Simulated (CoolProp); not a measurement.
Vapour-liquid equilibrium of dimethyl carbonate (1) + n-decane (2) at 211.75 °C; x and y are mole fractions of (1).

Computed with CoolProp (multi-fluid Helmholtz-energy mixture model, Zhou 2011 and Lemmon 2006; pair parameters Bell 2016).

Task: Give the bubble pressure and the first vapour's composition at x = 0.25, 0.65, 0.75. Is there an azeotrope?

Result: x = 0.25: 0.8414 MPa, y = 0.720; x = 0.65: 1.309 MPa, y = 0.862; x = 0.75: 1.404 MPa, y = 0.893. No azeotrope shows between x = 0.05 and 0.95.

The pair parameters rest on a limited set of measurements; away from them the model extrapolates.
